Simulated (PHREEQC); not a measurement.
A made-up water analysis in mg/L, 25 °C, pH 7.22, pe -0.7: Na 75.8; K 1.6; Ca 158; Mg 18.4; Cl 188; S(6) as SO4 298; Alkalinity as HCO3 99; Mn(2) 0.105.

Cl is adjusted to close the charge balance.
Valence states are taken as typed.

Equilibrium calculation in PHREEQC: ion-association model, phreeqc.dat.

Precipitation was switched off in this run.

Problem. Estimate the ionic strength, specific conductance.

Solution. ionic strength 0.0178 mol/kgw; specific conductance 1280 µS/cm.

Problem. In which forms is Ca present?

Solution. Ca+2 86 %, CaSO4 13 %, CaHCO3+ 1.0 % of the Ca.
